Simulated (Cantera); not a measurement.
Input: 1 mol toluene, 1.7 mol H2O, 0.52 mol H2, held at 1848.15 K and 15.0 mbar.

These are equilibrium values from Cantera (NASA tables, ideal gas, pure condensed phases), not measurements of a reactor. Candidate condensed phases: C, C6H6, C7H8, C8H18, H2O; 110 gas species. Equilibrium is a limit: real reactors are often held back by kinetics, nucleation or transport.

Base state: H2 0.782, CO 0.214, H 0.00383, C2H2 (acetylene) 0.000202 (mole fractions); condensed: C(graphite).

**Question.** What changes in the equilibrium state with this change: H2O from 1.7 to 0.036 mol?

**Answer.** 
```json
[
 {"species": "H2", "before": "0.782", "after": "0.988"},
 {"species": "CO", "before": "0.214", "after": "0.00782"},
 {"species": "H", "before": "0.00383", "after": "0.00431"},
 {"species": "C2H2 (acetylene)", "before": "0.000202", "after": "0.000255"},
 {"species": "C(graphite), mol", "before": "5.30", "after": "6.96"}
]
```
